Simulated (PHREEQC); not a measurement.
A column of 1 m (30 cells, dispersivity 0.08 m, 3600 s a shift, diffusion coefficient 3e-10 m²/s) holds 0.49 eq of the database's cation exchanger X per kg of pore water, first in equilibrium with 0.025 mol (NH4)2SO4, 0.0013 mol MgCl2 and 1e-05 mol HCl per kg of water. It is flushed with 0.074 mol MnCl2, 0.091 mol NH4Cl and 1e-05 mol HCl per kg of water, at 15 °C. Values are for the last cell. The system is closed to CO2. Precipitation was switched off in this run.

The numbers come from PHREEQC with the ion-association model, phreeqc.dat.

| pore volumes | Mn in solution (mol/kgw) | S in solution (mol/kgw) | Mg in solution (mol/kgw) | Cl in solution (mol/kgw) | NH4 in solution (mol/kgw) | NH4X on the exchanger (mol/kgw) |
|---|---|---|---|---|---|---|
| 0 | 0 | 0.0250 | 0.00130 | 0.00261 | 0.0500 | 0.456 |
| 0.4833 | 1.10e-14 | 0.0240 | 0.00164 | 0.0124 | 0.0570 | 0.456 |
| 1.183 | 0.00524 | 0.00663 | 0.00968 | 0.176 | 0.160 | 0.446 |
| 1.65 | 0.0234 | 0.00168 | 0.00825 | 0.223 | 0.163 | 0.419 |
| 2.117 | 0.0385 | 0.000374 | 0.00560 | 0.235 | 0.148 | 0.390 |
| 2.817 | 0.0529 | 3.61e-5 | 0.00298 | 0.239 | 0.127 | 0.353 |
| 3.283 | 0.0592 | 7.43e-6 | 0.00195 | 0.239 | 0.117 | 0.333 |
| 3.75 | 0.0637 | 1.52e-6 | 0.00128 | 0.239 | 0.109 | 0.317 |
| 4.217 | 0.0669 | 3.09e-7 | 0.000827 | 0.239 | 0.104 | 0.306 |
| 4.917 | 0.0700 | 2.83e-8 | 0.000427 | 0.239 | 0.0982 | 0.293 |
| 5.383 | 0.0713 | 5.75e-9 | 0.000272 | 0.239 | 0.0959 | 0.288 |
| 5.85 | 0.0722 | 1.17e-9 | 0.000173 | 0.239 | 0.0943 | 0.284 |
| 6.55 | 0.0730 | 1.07e-10 | 8.64e-5 | 0.239 | 0.0928 | 0.281 |
| 7.017 | 0.0733 | 2.17e-11 | 5.41e-5 | 0.239 | 0.0922 | 0.279 |
